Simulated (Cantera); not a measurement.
A Cantera script and what it prints.

```python
import numpy as np
import cantera as ct

gas_names = """
    AL ALH ALO ALOH ALO2 ALO2H AL2 AL2O AL2O2 H HALO HO2 H2 H2O H2O2 O OH O2 O3
""".split()
cond_names = """
    AL(cr) AL(L) AL2O3(a) AL2O3(L) H2O(s) H2O(L)
""".split()


def load(file, names, dense=False):
    # The tables refer to 1 bar. Condensed volumes are neglected.
    table = {s.name: s for s in ct.Species.list_from_file(file)}
    out = []
    for n in names:
        d = dict(table[n].input_data)
        d["thermo"] = dict(d["thermo"], **{"reference-pressure": 1e5})
        if dense:
            d["equation-of-state"] = {"model": "constant-volume", "density": "1e6 g/cm^3"}
        out.append(ct.Species.from_dict(d))
    return out


gas = ct.Solution(thermo="ideal-gas", species=load("nasa_gas.yaml", gas_names))
cond = {s.name: ct.Solution(thermo="fixed-stoichiometry", species=[s], name=s.name)
        for s in load("nasa_condensed.yaml", cond_names, dense=True)}
atoms = {
    'Al': {'AL': 1},
    'H2O': {'H': 2, 'O': 1},
    'H2': {'H': 2},
}
top_T = {}  # K; cautious upper limits of use, not melting points


def equilibrate(T, P, feed):
    n = {}
    for name, mol in feed.items():
        for a, k in atoms[name].items():
            n[a] = n.get(a, 0.0) + k * mol
    gas.TPX = T, P, n
    mass = sum(n.values()) * gas.mean_molecular_weight
    gas.equilibrate("TP")
    valid = [c for c in cond.values() if c.min_temp <= T <= top_T.get(c.name, c.max_temp)]
    mix = ct.Mixture([(gas, mass / gas.mean_molecular_weight)] + [(c, 0.0) for c in valid])
    mix.T, mix.P = T, P
    mix.equilibrate("TP", solver="vcs", rtol=1e-11, max_steps=5000)
    return mix


results = []
feed = {'Al': 1, 'H2O': 1, 'H2': 8.5}  # mol
P = 1000  # Pa
for T in [848, 948, 1048, 1148, 1248, 1348, 1448, 1548]:
    mix = equilibrate(T, P, feed)
    results.append((T, P, feed, dict(zip(mix.species_names, mix.species_moles))))
    x = sorted(zip(gas.X, gas.species_names), reverse=True)
    print(f"T = {T:g} K  P = {P:g} Pa  gas = {mix.phase_moles(0):.4g} mol")
    print("   x: " + "  ".join(f"{s} {v:.3e}" for v, s in x if v > 1e-06))
    print("   condensed (mol): " + ("  ".join(f"{mix.phase(i).name} {mix.phase_moles(i):.4g}"
          for i in range(1, mix.n_phases) if mix.phase_moles(i) > 1e-12) or "none"))
```

It prints:

```
T = 848 K  P = 1000 Pa  gas = 9.5 mol
   x: H2 1.000e+00
   condensed (mol): AL(cr) 0.3333  AL2O3(a) 0.3333
T = 948 K  P = 1000 Pa  gas = 9.5 mol
   x: H2 1.000e+00
   condensed (mol): AL(L) 0.3333  AL2O3(a) 0.3333
T = 1048 K  P = 1000 Pa  gas = 9.5 mol
   x: H2 1.000e+00
   condensed (mol): AL(L) 0.3333  AL2O3(a) 0.3333
T = 1148 K  P = 1000 Pa  gas = 9.5 mol
   x: H2 1.000e+00
   condensed (mol): AL(L) 0.3333  AL2O3(a) 0.3333
T = 1248 K  P = 1000 Pa  gas = 9.5 mol
   x: H2 1.000e+00  AL 8.812e-06  H 4.670e-06  ALH 3.459e-06  AL2O 2.048e-06
   condensed (mol): AL(L) 0.3332  AL2O3(a) 0.3333
T = 1348 K  P = 1000 Pa  gas = 9.501 mol
   x: H2 9.998e-01  AL 8.096e-05  AL2O 3.094e-05  H 2.313e-05  ALH 1.888e-05
   condensed (mol): AL(L) 0.332  AL2O3(a) 0.3332
T = 1448 K  P = 1000 Pa  gas = 9.509 mol
   x: H2 9.990e-01  AL 5.438e-04  AL2O 3.164e-04  H 9.212e-05  ALH 8.089e-05
   condensed (mol): AL(L) 0.3234  AL2O3(a) 0.3323
T = 1548 K  P = 1000 Pa  gas = 9.553 mol
   x: H2 9.942e-01  AL 2.840e-03  AL2O 2.365e-03  H 3.070e-04  ALH 2.849e-04
   condensed (mol): AL(L) 0.2734  AL2O3(a) 0.3258
```

These are equilibrium values from Cantera (NASA tables, ideal gas, pure condensed phases), not measurements of a reactor. Mutual solubility and eutectic melting of coexisting phases are not modelled.
